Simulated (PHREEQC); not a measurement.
Dissolve 84 mmol/kgw NaHCO3, 53.9 mmol/kgw NaOH and 0.12 mmol/kgw KCl at 25 °C. Closed to the air; pH follows from the charge balance.

Equilibrium calculation in PHREEQC: ion-association model, wateq4f.dat.

### Question
The ionic strength comes out as 0.145 mol/kgw. What activity coefficients do HCO3-, CO3-2, K+, NaCO3-, Na+ get?

### Answer
HCO3- 0.77, CO3-2 0.34, K+ 0.74, NaCO3- 0.77, Na+ 0.76.

Precipitation was switched off in this run.
